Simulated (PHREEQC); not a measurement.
1.1 g of hydrous ferric oxide (600 m²/g; 0.2 weak and 0.005 strong sites per Fe, Dzombak-Morel constants, diffuse double layer) in 1 kg of water with 0.001 mol/kgw of an inert sodium salt and 1 mmol/kgw NiCl2, at 25 °C; the pH is set by adding NaOH or the inert anion's acid. O2 is buffered at 0.21 atm. CO2 from the air is kept out. Precipitation was switched off in this run.

All values are PHREEQC results (ion-association model, wateq4f.dat), not measurements.

```
pH   Ni sorbed (%)  surface charge σ (C/m²)  surface potential ψ (mV)
---  -------------  -----------------------  ------------------------
4              0.0                    0.178                       195
4.5            0.2                    0.126                       178
5              1.3                    0.086                       160
5.5            4.5                    0.056                       140
6              9.8                    0.036                       118
6.5           26.2                    0.024                       100
7             55.0                    0.018                        88
7.5           80.1                    0.014                        77
8             94.3                    0.010                        62
8.5           99.0                    0.005                        39
9             99.9                    0.001                        12
9.5          100.0                   -0.002                       -16
10           100.0                   -0.006                       -43
```

Along this series the solution becomes supersaturated in solids that the run did not let form, among them Ni(OH)2.
